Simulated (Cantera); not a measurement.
Input: 1 mol CH3SiCl3, 0.04 mol C2H2, 37 mol H2, 0.15 mol C2H4, equilibrated at 2027 °C and 1.00 bar.

Method: chemical equilibrium by Gibbs-energy minimisation in Cantera with the NASA 1993 tables (ideal gas, pure condensed phases). Candidate condensed phases: C, C6H6, C7H8, C8H18, Si, SiC; 109 gas species. The feed counts by its element totals alone. The tables' values for SiCl are old estimates; treat these amounts as uncertain. Gases not in the tables: Si2H6 and higher silanes. Kinetics and transport are ignored.

What is the equilibrium state?


* **x(H2)**: 0.914
* **x(HCl)**: 0.0706
* **x(H)**: 0.00925
* **x(C2H2 (acetylene))**: 0.00395
* **x(SiCl2)**: 0.00137
* **x(Cl)**: 0.000515
* **x(CH4)**: 0.000179
* **x(Si)**: 0.000134
* **x(SiCl)**: 8.34e-5
* **n(C(graphite))**: 0.118 mol
* **n(SiC(s))**: 0.929 mol
* **gas amount**: 40.54 mol
* **log10 activity of Si(l) (absent)**: -0.84
